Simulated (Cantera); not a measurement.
Charge: 1 mol Al₂O₃, 9.5 mol Cl₂, equilibrated at 1000 K and 0.00100 bar.

These are equilibrium values from Cantera (NASA tables, ideal gas, pure condensed phases), not measurements of a reactor. Candidate condensed phases: Al, AlCl₃, Al₂O₃; 17 gas species. The numbers say what is thermodynamically allowed, not how fast it happens.

Base state: Cl₂ 0.988, Cl 0.0122, AlCl₃ 0.000124, O₂ 9.29e-5 (mole fractions); condensed: Al₂O₃(s).

Q: What changes in the equilibrium state with this change: Al₂O₃ replaced by Fe₂O₃?

A: 
```json
[
 {"species": "Cl₂", "before": "0.988", "after": "0.802"},
 {"species": "FeCl₃", "before": "0", "after": "0.0951"},
 {"species": "O₂", "before": "9.29e-5", "after": "0.0803"},
 {"species": "FeCl₂", "before": "0", "after": "0.0120"},
 {"species": "Cl", "before": "0.0122", "after": "0.0110"},
 {"species": "AlCl₃", "before": "0.000124", "after": "0"},
 {"species": "Fe₂Cl₆", "before": "0", "after": "1.77e-5"},
 {"species": "Al₂O₃(s), mol", "before": "0.999", "after": "0"},
 {"species": "Fe₂O₃(s), mol", "before": "0", "after": "0.471"}
]
```
Further candidate phases: Fe, FeCl₂, FeCl₃, FeO, Fe₂O₃, Fe₃O₄.
